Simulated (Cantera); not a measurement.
A closed system holds: 1 mol HgO, 0.014 mol O2, 0.27 mol H2, held at 573 K and 0.100 bar.

These are equilibrium values from Cantera (NASA tables, ideal gas, pure condensed phases), not measurements of a reactor. Candidate condensed phases: H2O, Hg, HgO; 10 gas species. Kinetics and transport are ignored.

Base state: H2O 0.524, Hg 0.474, O2 0.00223 (mole fractions); condensed: HgO(s).

**Question.** What changes in the equilibrium state with this change: pressure from 0.100 bar to 66.0 Pa?

**Answer.** 
| species | before | after |
|---|---|---|
| Hg | 0.474 | 0.606 |
| O2 | 0.00223 | 0.230 |
| H2O | 0.524 | 0.164 |
| HgO(s), mol | 0.756 | 0 |

**Question.** What changes in the equilibrium state with this change: O2 from 0.014 to 0.27 mol?

**Answer.** 
| species | before | after |
|---|---|---|
| H2O | 0.524 | 0.628 |
| O2 | 0.00223 | 0.333 |
| Hg | 0.474 | 0.0388 |
| HgO(s), mol | 0.756 | 0.983 |
